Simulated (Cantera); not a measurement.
Charge: 1 mol MgO, 0.0095 mol C, 0.025 mol H₂, equilibrated at 2323 K and 0.0290 bar.

These are equilibrium values from Cantera (NASA tables, ideal gas, pure condensed phases), not measurements of a reactor. Candidate condensed phases: C, C₆H₆, C₇H₈, C₈H₁₈, H₂O, Mg, MgCO₃, MgO, Mg(OH)₂; 116 gas species. The tables' values for MgH are old estimates; treat these amounts as uncertain. Rates play no part.

Base state: H₂ 0.453, Mg 0.253, CO 0.196, H₂O 0.0490, H 0.0430, CO₂ 0.00373, MgOH 0.00122, OH 0.000774 (mole fractions); condensed: MgO(s).

Question: What changes in the equilibrium state with this change: temperature from 2323 K to 1400 K?

Answer: 
| species | before | after |
|---|---|---|
| H₂ | 0.453 | 0.991 |
| CO | 0.196 | 0.00447 |
| Mg | 0.253 | 0.00446 |
| H₂O | 0.0490 | 4.78e-7 |
| H | 0.0430 | 2.84e-5 |
| CO₂ | 0.00373 | <1e-9 |
| MgOH | 0.00122 | 1.14e-9 |
| OH | 0.000774 | <1e-9 |
| MgO | 0.000166 | <1e-9 |
| MgO(s), mol | 0.988 | 1.000 |
| C(graphite), mol | 0 | 0.00938 |

Question: What changes in the equilibrium state with this change: MgO replaced by Si₃N₄?

Answer: 
```
species       before     after
-----------  -------  --------
N₂                 0     0.939
Si                 0    0.0393
H₂             0.453   0.00839
Mg             0.253         0
CO             0.196         0
H₂O           0.0490         0
H             0.0430   0.00586
CO₂          0.00373         0
Si₂C               0   0.00343
MgOH         0.00122         0
Si₂N               0  0.000875
MgO(s), mol    0.988         0
Si(l), mol         0      2.89
SiC(s), mol        0  0.000188
```
Mutual solubility and eutectic melting of coexisting phases are not modelled. The tables' values for SiN are old estimates; treat these amounts as uncertain. Further candidate phases: Si, SiC, Si₃N₄.

Question: What changes in the equilibrium state with this change: C from 0.0095 to 0.047 mol?

Answer: 
| species | before | after |
|---|---|---|
| Mg | 0.253 | 0.399 |
| CO | 0.196 | 0.378 |
| H₂ | 0.453 | 0.177 |
| H₂O | 0.0490 | 0.0121 |
| H | 0.0430 | 0.0269 |
| Mg(OH)₂ | 1.77e-5 | 4.37e-6 |
| OH | 0.000774 | 0.000306 |
| MgOH | 0.00122 | 0.000763 |
| O | 5.00e-5 | 3.16e-5 |
| CO₂ | 0.00373 | 0.00456 |
| MgO(s), mol | 0.988 | 0.951 |
